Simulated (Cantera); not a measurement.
Cantera run:

```python
import numpy as np
import cantera as ct

gas_names = """
    CL CL2 H HCL H2 N NH NH2 NH3 N2 N2H2 N2H4 Si SiCL SiCL2 SiCL3 SiCL4 SiH SiHCL3 SiH2 SiH2CL2 SiH3
    SiH3CL SiH4 SiN Si2 Si2N Si3
""".split()
cond_names = """
    NH4CL(a) NH4CL(b) Si(cr) Si(L) Si3N4(a)
""".split()


# ... load() reads the species with a 1 bar reference pressure and builds the phases ...
atoms = {
    'SiH2Cl2': {'Si': 1, 'H': 2, 'CL': 2},
    'NH3': {'N': 1, 'H': 3},
}
top_T = {'Si3N4(a)': 2400}  # K; cautious upper limits of use, not melting points


# ... equilibrate(T, P, feed) seeds the gas with the atoms and calls Mixture.equilibrate('TP', solver="gibbs", rtol=1e-10, max_steps=50000) ...
results = []
feed = {'SiH2Cl2': 1, 'NH3': 0.49}  # mol
for P in [5, 21, 85, 350, 1400, 5900, 24000, 100000]:
    for T in [1048, 1123, 1198, 1273, 1348, 1423, 1498, 1573, 1648, 1723, 1798, 1873, 1948, 2023]:
        mix = equilibrate(T, P, feed)
        results.append((T, P, feed, dict(zip(mix.species_names, mix.species_moles))))

for T, P, feed, n in results:
    print(f"{T:7g} {P:10.4g}  " + (" + ".join(c for c in cond_names if n.get(c, 0) > 1e-12) or "gas only"))
```

Result:

```
   1048          5  Si(cr) + Si3N4(a)
   1123          5  Si(cr) + Si3N4(a)
   1198          5  Si3N4(a)
   1273          5  Si3N4(a)
   1348          5  Si(cr) + Si3N4(a)
   1423          5  Si(cr)
   1498          5  Si(cr)
   1573          5  Si(cr)
   1648          5  Si(cr)
   1723          5  Si(L)
   1798          5  Si(L)
   1873          5  gas only
   1948          5  gas only
   2023          5  gas only
   1048         21  Si(cr) + Si3N4(a)
   1123         21  Si(cr) + Si3N4(a)
   1198         21  Si(cr) + Si3N4(a)
   1273         21  Si3N4(a)
   1348         21  Si3N4(a)
   1423         21  Si(cr) + Si3N4(a)
   1498         21  Si(cr)
   1573         21  Si(cr)
   1648         21  Si(cr)
   1723         21  Si(L)
   1798         21  Si(L)
   1873         21  Si(L)
   1948         21  gas only
   2023         21  gas only
   1048         85  Si(cr) + Si3N4(a)
   1123         85  Si(cr) + Si3N4(a)
   1198         85  Si(cr) + Si3N4(a)
   1273         85  Si3N4(a)
   1348         85  Si3N4(a)
   1423         85  Si3N4(a)
   1498         85  Si(cr) + Si3N4(a)
   1573         85  Si(cr)
   1648         85  Si(cr)
   1723         85  Si(L)
   1798         85  Si(L)
   1873         85  Si(L)
   1948         85  Si(L)
   2023         85  Si(L)
   1048        350  Si(cr) + Si3N4(a)
   1123        350  Si(cr) + Si3N4(a)
   1198        350  Si(cr) + Si3N4(a)
   1273        350  Si(cr) + Si3N4(a)
   1348        350  Si3N4(a)
   1423        350  Si3N4(a)
   1498        350  Si3N4(a)
   1573        350  Si(cr) + Si3N4(a)
   1648        350  Si(cr)
   1723        350  Si(L)
   1798        350  Si(L)
   1873        350  Si(L)
   1948        350  Si(L)
   2023        350  Si(L)
   1048       1400  Si(cr) + Si3N4(a)
   1123       1400  Si(cr) + Si3N4(a)
   1198       1400  Si(cr) + Si3N4(a)
   1273       1400  Si(cr) + Si3N4(a)
   1348       1400  Si(cr) + Si3N4(a)
   1423       1400  Si3N4(a)
   1498       1400  Si3N4(a)
   1573       1400  Si3N4(a)
   1648       1400  Si(cr) + Si3N4(a)
   1723       1400  Si(L)
   1798       1400  Si(L)
   1873       1400  Si(L)
   1948       1400  Si(L)
   2023       1400  Si(L)
   1048       5900  Si(cr) + Si3N4(a)
   1123       5900  Si(cr) + Si3N4(a)
   1198       5900  Si(cr) + Si3N4(a)
   1273       5900  Si(cr) + Si3N4(a)
   1348       5900  Si(cr) + Si3N4(a)
   1423       5900  Si(cr) + Si3N4(a)
   1498       5900  Si3N4(a)
   1573       5900  Si3N4(a)
   1648       5900  Si3N4(a)
   1723       5900  Si(L) + Si3N4(a)
   1798       5900  Si(L)
   1873       5900  Si(L)
   1948       5900  Si(L)
   2023       5900  Si(L)
   1048    2.4e+04  Si(cr) + Si3N4(a)
   1123    2.4e+04  Si(cr) + Si3N4(a)
   1198    2.4e+04  Si(cr) + Si3N4(a)
   1273    2.4e+04  Si(cr) + Si3N4(a)
   1348    2.4e+04  Si(cr) + Si3N4(a)
   1423    2.4e+04  Si(cr) + Si3N4(a)
   1498    2.4e+04  Si(cr) + Si3N4(a)
   1573    2.4e+04  Si3N4(a)
   1648    2.4e+04  Si3N4(a)
   1723    2.4e+04  Si3N4(a)
   1798    2.4e+04  Si(L) + Si3N4(a)
   1873    2.4e+04  Si(L)
   1948    2.4e+04  Si(L)
   2023    2.4e+04  Si(L)
   1048      1e+05  Si(cr) + Si3N4(a)
   1123      1e+05  Si(cr) + Si3N4(a)
   1198      1e+05  Si(cr) + Si3N4(a)
   1273      1e+05  Si(cr) + Si3N4(a)
   1348      1e+05  Si(cr) + Si3N4(a)
   1423      1e+05  Si(cr) + Si3N4(a)
   1498      1e+05  Si(cr) + Si3N4(a)
   1573      1e+05  Si(cr) + Si3N4(a)
   1648      1e+05  Si3N4(a)
   1723      1e+05  Si3N4(a)
   1798      1e+05  Si3N4(a)
   1873      1e+05  Si(L) + Si3N4(a)
   1948      1e+05  Si(L) + Si3N4(a)
   2023      1e+05  Si(L)
```

Equilibrium computed with Cantera from the NASA thermochemical tables; the gas is ideal and each condensed phase is pure. Mutual solubility and eutectic melting of coexisting phases are not modelled. The tables' values for SiCl3 are old estimates.
